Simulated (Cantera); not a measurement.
Input: 1 mol FeS2, 150 mol H2, 1.6 mol H2O, held at 0.100 bar.

Equilibrium computed with Cantera from the NASA thermochemical tables; the gas is ideal and each condensed phase is pure. Candidate condensed phases: Fe, FeO, Fe(OH)2, Fe(OH)3, FeS, FeSO4, FeS2, Fe2O3, Fe2(SO4)3, Fe3O4, H2O, H2SO4, S; 22 gas species. The numbers say what is thermodynamically allowed, not how fast it happens.

### Question
What share of the Fe ends up in condensed phases as a function of T (K), at 1598, 1648, 1698, 1748, 1798, 1848, 1898, 1948, 1998, 2048, 2098, 2148?

### Answer
| T (K) | Fe condensed (%) | as |
|---|---|---|
| 1598 | 99.8 | Fe(γ) |
| 1648 | 99.6 | Fe(γ) |
| 1698 | 99.1 | Fe(δ) |
| 1748 | 97.9 | Fe(δ) |
| 1798 | 95.6 | Fe(δ) |
| 1848 | 91.3 | Fe(l) |
| 1898 | 83.4 | Fe(l) |
| 1948 | 69.5 | Fe(l) |
| 1998 | 45.4 | Fe(l) |
| 2048 | 5.2 | Fe(l) |
| 2098 | 0.0 | - |
| 2148 | 0.0 | - |
